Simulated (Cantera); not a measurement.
## Stirred combustor or abatement burner

A perfectly stirred reactor is fed with CH₃OH : O₂ : N₂ = 1 : 2 : 7.52 (molar parts), equivalence ratio 0.75, at 9750 Torr; it is adiabatic with a 523 K inlet, and is followed from long to short residence time, starting on the burning branch (τ in s: 0.037, 0.016, 0.0065, 0.0027, 0.0012, 0.00048, 0.0002, 8.5e-05, 3.6e-05).

Detailed kinetics in Cantera: GRI-Mech 3.0 (53 species, 325 reactions). GRI-Mech 3.0 was tuned for natural gas; its chemistry of methanol as a main component is partial and can be far from experiment. The pressure lies above the range GRI-Mech 3.0 was tuned for (to about 10 atm).

```tsv
τ (s)	T (K)	x CH₃OH	x O₂	x C₂H	x NO	x N₂O	x CO₂
0.037	2122	5.74e-7	0.0448	<1e-12	0.000774	8.66e-7	0.0902
0.016	2122	1.29e-6	0.0450	<1e-12	0.000386	9.10e-7	0.0901
0.0065	2121	2.97e-6	0.0452	<1e-12	0.000188	1.01e-6	0.0899
0.0027	2116	6.43e-6	0.0454	<1e-12	0.000103	1.19e-6	0.0894
0.0012	2109	1.25e-5	0.0457	<1e-12	6.56e-5	1.44e-6	0.0887
0.00048	2094	2.52e-5	0.0464	<1e-12	4.35e-5	1.77e-6	0.0872
0.00020	2071	4.86e-5	0.0476	1.17e-12	3.00e-5	1.96e-6	0.0846
8.5e-5	2033	9.38e-5	0.0498	2.26e-12	1.97e-5	1.92e-6	0.0802
3.6e-5	1968	0.000201	0.0540	5.81e-12	1.11e-5	1.65e-6	0.0723
```
x: mole fraction; the columns are a selection and need not sum to one.
